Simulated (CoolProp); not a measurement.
Computed with CoolProp (reference Helmholtz-energy equation of state, Kamei 1995).

Q: For R22, give the phase and the conductivity (mW/(m K)) at 212.35 °C and 140 kPa.

A: 
- 212.35 °C and 140 kPa: gas; conductivity 26.2

Thermal conductivity comes from a separate model (McLinden 2000), an estimate that may be off by 10 % or more.
